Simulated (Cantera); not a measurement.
# FeS2 + H2 + N2 + CH4 (hydrogen reduction and annealing atmospheres)

A closed system holds: 1 mol FeS2, 0.87 mol H2, 0.61 mol N2, 0.15 mol CH4, held at 0.100 bar.

Cantera equilibrium calculation (NASA polynomials, part measured and part estimated; ideal gas, pure solids and liquids). Candidate condensed phases: C, C6H6, C7H8, C8H18, Fe, FeS, FeS2, S; 101 gas species. FeS: taken at fixed stoichiometry. Gases not in the tables: S3 to S7. Rates play no part.

From 475 °C to 775 °C the condensed part is C(graphite) + FeS(s). From 875 °C to 1175 °C the condensed part is FeS(s). From 1275 °C to 1675 °C the condensed part is FeS(l).

| T (°C) | x H2S | x H2 | x N2 | x S2 | x CS2 | x SH | x CS | n C(graphite) | n FeS(s) | n FeS(l) |
|---|---|---|---|---|---|---|---|---|---|---|
| 475 | 0.563 | 0.0907 | 0.344 | 1.50e-5 | 0.000175 | 4.62e-8 | <1e-12 | 0.145 | 1.00 | 0 |
| 575 | 0.553 | 0.101 | 0.342 | 0.000340 | 0.00327 | 9.61e-7 | 1.66e-10 | 0.143 | 1.00 | 0 |
| 675 | 0.507 | 0.136 | 0.335 | 0.00231 | 0.0191 | 8.88e-6 | 1.09e-8 | 0.115 | 1.00 | 0 |
| 775 | 0.422 | 0.199 | 0.324 | 0.00655 | 0.0481 | 4.47e-5 | 2.48e-7 | 0.0590 | 1.00 | 0 |
| 875 | 0.331 | 0.267 | 0.312 | 0.0136 | 0.0765 | 0.000157 | 2.59e-6 | 0 | 1.00 | 0 |
| 975 | 0.281 | 0.304 | 0.305 | 0.0344 | 0.0750 | 0.000498 | 1.05e-5 | 0 | 1.00 | 0 |
| 1075 | 0.221 | 0.348 | 0.297 | 0.0594 | 0.0730 | 0.00119 | 3.84e-5 | 0 | 1.00 | 0 |
| 1175 | 0.166 | 0.388 | 0.290 | 0.0821 | 0.0711 | 0.00234 | 0.000126 | 0 | 1.00 | 0 |
| 1275 | 0.122 | 0.420 | 0.284 | 0.100 | 0.0693 | 0.00400 | 0.000367 | 0 | 0 | 1.00 |
| 1375 | 0.0892 | 0.443 | 0.279 | 0.113 | 0.0676 | 0.00619 | 0.000957 | 0 | 0 | 1.000 |
| 1475 | 0.0656 | 0.459 | 0.276 | 0.122 | 0.0654 | 0.00891 | 0.00225 | 0 | 0 | 1.000 |
| 1575 | 0.0490 | 0.468 | 0.273 | 0.128 | 0.0621 | 0.0122 | 0.00474 | 0 | 0 | 1.000 |
| 1675 | 0.0371 | 0.472 | 0.270 | 0.133 | 0.0571 | 0.0159 | 0.00895 | 0 | 0 | 0.998 |
x: gas mole fraction; n: condensed amount in mol.
